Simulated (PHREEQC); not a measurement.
Dissolve 57 mmol/kgw CuSO4, 0.16 mmol/kgw HCl and 120 mmol/kgw FeCl3 at 75 °C. Closed to the air; pH follows from the charge balance.

All values are PHREEQC results (ion-association model, phreeqc.dat), not measurements.

No solid was allowed to form.

Order these Fe species by the share of Fe that they hold, largest first: Fe+3, Fe2(OH)2+4, FeOH+2, FeCl+2, FeSO4+.

FeCl+2 (38 %), FeSO4+ (25 %), Fe2(OH)2+4 (13 %), FeOH+2 (11 %), Fe+3 (4.9 %)

The pH is 1.88 and the ionic strength 0.465 mol/kgw. Saturation is exceeded, for instance for Hematite (slow to form), Goethite (slow to form); the values hold only as long as no solid forms. Species that the database lacks are ignored. At this temperature some constants are extrapolated from 25 °C, and those without enthalpy data are left unchanged.
